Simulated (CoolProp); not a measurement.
Vapour-liquid equilibrium of n-hexane (1) + ethanol (2) at 0.263 MPa; x and y are mole fractions of (1).

Values from CoolProp's multi-fluid Helmholtz-energy mixture model, Thol 2019 and Schroeder 2014; pair parameters Bell 2016.

| x | bubble temperature, mixture model (°C) | bubble temperature, Raoult's law (°C) | y, mixture model | y, Raoult's law |
|---|---|---|---|---|
| 0.05 | 100.6 | 104.6 | 0.164 | 0.053 |
| 0.125 | 95.7 | 104.5 | 0.337 | 0.131 |
| 0.2 | 92.4 | 104.4 | 0.444 | 0.209 |
| 0.275 | 90.4 | 104.2 | 0.507 | 0.287 |
| 0.35 | 89.4 | 104.1 | 0.543 | 0.364 |
| 0.425 | 88.9 | 103.9 | 0.563 | 0.440 |
| 0.5 | 88.7 | 103.8 | 0.574 | 0.516 |
| 0.575 | 88.7 | 103.6 | 0.582 | 0.590 |
| 0.65 | 88.7 | 103.5 | 0.591 | 0.665 |
| 0.725 | 88.9 | 103.3 | 0.606 | 0.738 |
| 0.8 | 89.6 | 103.1 | 0.634 | 0.811 |
| 0.875 | 91.5 | 102.9 | 0.692 | 0.882 |
| 0.95 | 96.0 | 102.7 | 0.820 | 0.953 |

The largest gap from Raoult's law is -15.1 K in bubble temperature, at x = 0.5. y crosses x between x = 0.575 and 0.65: the model has an azeotrope there.

The pair parameters rest on a limited set of measurements; away from them the model extrapolates.
